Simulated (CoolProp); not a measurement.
Vapour-liquid equilibrium of R1234yf (1) + R227EA (2) at -19.55 °C; x and y are mole fractions of (1).

The numbers come from the multi-fluid Helmholtz-energy mixture model, Lemmon 2022 and Lemmon 2016; pair parameters Bell 2016 in CoolProp.

```
x     bubble pressure (kPa)  y at the bubble point  dew pressure at overall composition x (kPa)  liquid density (mol/L)
----  ---------------------  ---------------------  -------------------------------------------  ----------------------
0.05                  91.50                  0.084                                        90.06                   9.220
0.15                  98.29                  0.234                                        94.39                   9.369
0.25                  104.9                  0.363                                        99.09                   9.522
0.35                  111.4                  0.477                                            …                   9.679
0.45                  117.9                  0.579                                        109.8                   9.842
0.55                  124.4                  0.672                                        116.0                   10.01
0.65                      …                  0.756                                        122.8                   10.18
0.75                  137.3                  0.833                                        130.3                   10.36
0.85                  143.8                  0.904                                        138.8                   10.54
0.95                      …                  0.969                                        148.3                   10.73
```

What belongs in the gaps?


- 0.35, dew pressure at overall composition x (kPa): 104.2
- 0.65, bubble pressure (kPa): 130.8
- 0.95, bubble pressure (kPa): 150.3

No azeotrope shows between x = 0.05 and 0.95.

The pair parameters rest on a limited set of measurements; away from them the model extrapolates.
